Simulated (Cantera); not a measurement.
Input: 1 mol SiH₄, 0.084 mol Cl₂, 190 mol H₂, at 150000 Pa.

Equilibrium computed with Cantera from the NASA thermochemical tables; the gas is ideal and each condensed phase is pure. Candidate condensed phases: Si; 19 gas species. Gases not in the tables: Si₂H₆ and higher silanes. The numbers say what is thermodynamically allowed, not how fast it happens.

x: gas mole fraction; n: condensed amount in mol.

```csv
T (K),x H₂,x HCl,x H,x SiH₂,x SiH₂Cl₂,n Si(s),n Si(l)
1100,0.999,0.000847,2.11e-8,1.31e-9,6.04e-6,0.997,0
1200,0.999,0.000864,1.61e-7,1.19e-8,1.82e-6,0.999,0
1300,0.999,0.000868,…,…,…,0.999,0
1400,0.999,0.000869,3.97e-6,3.76e-7,2.64e-7,0.999,0
1500,0.999,0.000869,1.44e-5,1.50e-6,1.22e-7,0.999,0
1600,0.999,0.000869,…,…,…,0.998,0
1700,0.999,0.000869,0.000120,1.42e-5,3.38e-8,0,0.996
```

### Question
What belongs in the gaps?

### Answer

- 1600, x H: 4.44e-5
- 1600, x SiH₂: 5.00e-6
- 1600, x SiH₂Cl₂: 6.23e-8
- 1300, x H: 9.03e-7
- 1300, x SiH₂: 7.64e-8
- 1300, x SiH₂Cl₂: 6.44e-7
